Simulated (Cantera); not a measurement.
Gas mixture: 100 % NH3, at 2.40 bar, frozen composition.

Cantera's kinetic-theory transport with the Lennard-Jones parameters of GRI-Mech 3.0, ideal gas; thermal conductivity in the mixture-averaged form. Polar gases are described roughly by these parameters. The composition is frozen, though it would react at the higher temperatures.

One state of this run: ρ (kg/m³) = 0.259; cp (J/kg/K) = 4216; μ (µPa s) = 56.6; λ (mW/m/K) = 327; Pr = 0.731; D (cm²/s) H = 13.7; D (cm²/s) H2 = 8.09; D (cm²/s) CO2 = 2.01. D: mixture-averaged diffusion coefficient of that species in the mixture.

### Question
Which value of T (K) does it belong to?
(A) 400
(B) 650
(C) 1900
(D) 900

### Answer
C, 1900
